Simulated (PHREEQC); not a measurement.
**City or well water: speciation**

Synthetic water in mg/L, 25 °C, pH 6.79, pe 9.9: Na 9.65; K 0.954; Ca 5.25; Mg 6.67; Cl 16.7; S(6) as SO4 14.5; Alkalinity as HCO3 45; B 0.00758.

Valence states are taken as typed.

Equilibrium calculation in PHREEQC: ion-association model, wateq4f.dat.

No solid was allowed to form.

Task: Predict the charge-balance error.

Result: charge-balance error -9.4 %.

Task: In which forms is Mg present?

Result: Mg+2 97 %, MgSO4 2.2 %, MgHCO3+ 0.7 % of the Mg.
